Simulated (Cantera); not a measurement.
A Cantera script and its output.

```python
import numpy as np
import cantera as ct

gas = ct.Solution("gri30.yaml")
gas.TPX = 1000, 830000, {'H2': 1, 'O2': 0.667, 'N2': 2.51, 'H2O': 1.1}
reactor = ct.IdealGasConstPressureReactor(gas, energy="on", clone=False)
net = ct.ReactorNet([reactor])
net.rtol, net.atol = 1e-08, 1e-16
show = ['H2', 'O2', 'H2O', 'H', 'O', 'NO']
times = np.geomspace(5e-06, 9, 14)

steps = ct.SolutionArray(gas, extra=["t"])
rows = []
print(f"{'t/s':>10s}{'T/K':>9s}{'P/Pa':>11s}" + "".join(f"{s:>11s}" for s in show))
for t in times:
    while net.time < t:
        t_next = net.step()
        steps.append(gas.state, t=t_next)
    rows.append([np.interp(t, steps.t, y) for y in (steps.T, steps.P, *steps(*show).X.T)])
    print(f"{t:10.3e}{rows[-1][0]:9.1f}{rows[-1][1]:11.4g}" + "".join(f"{x:11.3e}" for x in rows[-1][2:]))
rate = np.gradient(steps.T, steps.t)
print("integrator steps:", len(steps.t))
if steps.T.max() > steps.T[0] + 200:
    print(f"time of steepest temperature rise: {steps.t[rate.argmax()]:.4e} s")
gas.TPX = 1000, 830000, {'H2': 1, 'O2': 0.667, 'N2': 2.51, 'H2O': 1.1}
gas.equilibrate("HP")
print(f"equilibrium (HP): T = {gas.T:.1f} K  " + "  ".join(f"{s} {gas[s].X[0]:.3e}" for s in show))
```

It prints:

```
       t/s      T/K       P/Pa         H2         O2        H2O          H          O         NO
 5.000e-06   1000.0    8.3e+05  1.895e-01  1.264e-01  2.085e-01  7.472e-12  1.142e-12  2.528e-24
 1.514e-05   1000.0    8.3e+05  1.895e-01  1.264e-01  2.085e-01  7.671e-12  1.173e-12  8.647e-24
 4.585e-05   1000.0    8.3e+05  1.895e-01  1.264e-01  2.085e-01  8.296e-12  1.268e-12  2.871e-23
 1.388e-04   1000.0    8.3e+05  1.895e-01  1.264e-01  2.085e-01  1.042e-11  1.593e-12  1.049e-22
 4.204e-04   1000.0    8.3e+05  1.895e-01  1.264e-01  2.085e-01  1.913e-11  2.925e-12  5.591e-22
 1.273e-03   1000.0    8.3e+05  1.895e-01  1.264e-01  2.085e-01  7.696e-11  1.177e-11  9.993e-21
 3.855e-03   1000.1    8.3e+05  1.895e-01  1.264e-01  2.085e-01  1.300e-09  1.988e-10  2.301e-18
 1.167e-02   1020.1    8.3e+05  1.868e-01  1.249e-01  2.114e-01  6.534e-08  1.027e-08  1.970e-15
 3.535e-02   2240.9    8.3e+05  1.216e-03  3.364e-02  4.352e-01  8.617e-05  2.235e-04  1.242e-03
 1.070e-01   2236.6    8.3e+05  1.205e-03  3.251e-02  4.353e-01  8.382e-05  2.140e-04  3.553e-03
 3.241e-01   2235.1    8.3e+05  1.202e-03  3.212e-02  4.353e-01  8.303e-05  2.108e-04  4.355e-03
 9.815e-01   2235.1    8.3e+05  1.202e-03  3.211e-02  4.353e-01  8.302e-05  2.107e-04  4.364e-03
 2.972e+00   2235.1    8.3e+05  1.202e-03  3.211e-02  4.353e-01  8.302e-05  2.107e-04  4.364e-03
 9.000e+00   2235.1    8.3e+05  1.202e-03  3.211e-02  4.353e-01  8.302e-05  2.107e-04  4.364e-03
integrator steps: 1736
time of steepest temperature rise: 1.4540e-02 s
equilibrium (HP): T = 2235.1 K  H2 1.202e-03  O2 3.211e-02  H2O 4.353e-01  H 8.302e-05  O 2.107e-04  NO 4.364e-03
```

Model: GRI-Mech 3.0 (53 species, 325 reactions), integrated in Cantera. The hydrogen kinetics of GRI-Mech 3.0 are dated; newer H2 mechanisms differ, most at raised pressure.
